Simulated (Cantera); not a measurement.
A Cantera script and its output.

```python
import numpy as np
import cantera as ct

gas = ct.Solution("gri30.yaml")
gas.TPX = 1775, 100000, {'CH4': 1, 'O2': 0.909, 'N2': 3.42, 'H2O': 1.1}
reactor = ct.IdealGasReactor(gas, energy="on", clone=False)
net = ct.ReactorNet([reactor])
net.rtol, net.atol = 1e-08, 1e-16
show = ['CH4', 'O2', 'H2O', 'HCN', 'H2']
times = np.geomspace(6e-06, 2, 16)

steps = ct.SolutionArray(gas, extra=["t"])
rows = []
print(f"{'t/s':>10s}{'T/K':>9s}{'P/Pa':>11s}" + "".join(f"{s:>11s}" for s in show))
for t in times:
    while net.time < t:
        t_next = net.step()
        steps.append(gas.state, t=t_next)
    rows.append([np.interp(t, steps.t, y) for y in (steps.T, steps.P, *steps(*show).X.T)])
    print(f"{t:10.3e}{rows[-1][0]:9.1f}{rows[-1][1]:11.4g}" + "".join(f"{x:11.3e}" for x in rows[-1][2:]))
rate = np.gradient(steps.T, steps.t)
print("integrator steps:", len(steps.t))
if steps.T.max() > steps.T[0] + 200:
    print(f"time of steepest temperature rise: {steps.t[rate.argmax()]:.4e} s")
gas.TPX = 1775, 100000, {'CH4': 1, 'O2': 0.909, 'N2': 3.42, 'H2O': 1.1}
gas.equilibrate("UV")
print(f"equilibrium (UV): T = {gas.T:.1f} K  " + "  ".join(f"{s} {gas[s].X[0]:.3e}" for s in show))
```

It prints:

```
       t/s      T/K       P/Pa        CH4         O2        H2O        HCN         H2
 6.000e-06   1774.4  9.997e+04  1.554e-01  1.414e-01  1.711e-01  5.785e-14  4.275e-05
 1.401e-05   1773.7  9.994e+04  1.551e-01  1.413e-01  1.712e-01  3.759e-13  1.131e-04
 3.270e-05   1772.7  9.991e+04  1.542e-01  1.410e-01  1.715e-01  2.918e-12  3.765e-04
 7.634e-05   1777.3  1.003e+05  1.491e-01  1.389e-01  1.735e-01  5.440e-11  2.412e-03
 1.782e-04   2688.1  1.761e+05  9.772e-04  8.621e-04  2.466e-01  1.108e-04  1.509e-01
 4.160e-04   2666.4  1.776e+05  1.406e-11  1.458e-04  2.250e-01  5.741e-08  1.728e-01
 9.712e-04   2663.1  1.774e+05  1.336e-11  1.506e-04  2.248e-01  5.658e-08  1.728e-01
 2.267e-03   2662.4  1.774e+05  1.344e-11  1.495e-04  2.247e-01  7.206e-08  1.729e-01
 5.293e-03   2661.8  1.773e+05  1.351e-11  1.486e-04  2.246e-01  8.437e-08  1.729e-01
 1.236e-02   2661.7  1.773e+05  1.353e-11  1.485e-04  2.246e-01  8.671e-08  1.730e-01
 2.884e-02   2661.7  1.773e+05  1.353e-11  1.484e-04  2.246e-01  8.674e-08  1.730e-01
 6.734e-02   2661.7  1.773e+05  1.353e-11  1.484e-04  2.246e-01  8.674e-08  1.730e-01
 1.572e-01   2661.7  1.773e+05  1.353e-11  1.484e-04  2.246e-01  8.674e-08  1.730e-01
 3.670e-01   2661.7  1.773e+05  1.353e-11  1.484e-04  2.246e-01  8.674e-08  1.730e-01
 8.567e-01   2661.7  1.773e+05  1.353e-11  1.484e-04  2.246e-01  8.674e-08  1.730e-01
 2.000e+00   2661.7  1.773e+05  1.353e-11  1.484e-04  2.246e-01  8.674e-08  1.730e-01
integrator steps: 1631
time of steepest temperature rise: 1.7168e-04 s
equilibrium (UV): T = 2661.7 K  CH4 1.543e-11  O2 1.484e-04  H2O 2.246e-01  HCN 8.674e-08  H2 1.730e-01
```

Cantera simulation using GRI-Mech 3.0 (53 species, 325 reactions); the numbers are that mechanism's predictions, not measurements.
